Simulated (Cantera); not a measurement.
A closed system holds: 1 mol C3H6, 0.076 mol O2, held at 0.000270 bar.

Method: chemical equilibrium by Gibbs-energy minimisation in Cantera with the NASA 1993 tables (ideal gas, pure condensed phases). Candidate condensed phases: C, C6H6, C7H8, C8H18, H2O; 110 gas species. The numbers say what is thermodynamically allowed, not how fast it happens.

log p: log10 of the partial pressure in bar; n: condensed amount in mol.

```csv
T (K),log p H2,log p H,log p CO,log p C2H2 (acetylene),n C(graphite)
1175,-3.59,-8.71,-4.89,-10.79,2.85
1275,-3.59,-7.93,-4.89,-10.01,2.85
1375,-3.59,-7.26,-4.89,-9.34,2.85
1475,-3.59,-6.68,-4.89,-8.77,2.85
1575,-3.59,(withheld),-4.89,(withheld),2.85
1675,-3.59,-5.73,-4.89,-7.83,2.85
1775,-3.60,-5.34,-4.89,-7.44,2.85
1875,-3.61,(withheld),-4.89,(withheld),2.85
1975,-3.63,-4.68,-4.90,-6.81,2.84
2075,-3.66,-4.40,-4.92,-6.57,2.84
2175,-3.72,-4.17,-4.94,-6.37,2.84
2275,-3.81,-3.98,-4.98,-6.23,2.83
2375,-3.95,-3.83,-5.03,-6.16,2.82
2475,-4.15,-3.72,-5.07,-6.16,2.80
```

**Question.** Fill in the missing entries.

**Answer.** 
- 1875, log p H: -4.99
- 1875, log p C2H2 (acetylene): -7.11
- 1575, log p H: -6.18
- 1575, log p C2H2 (acetylene): -8.27
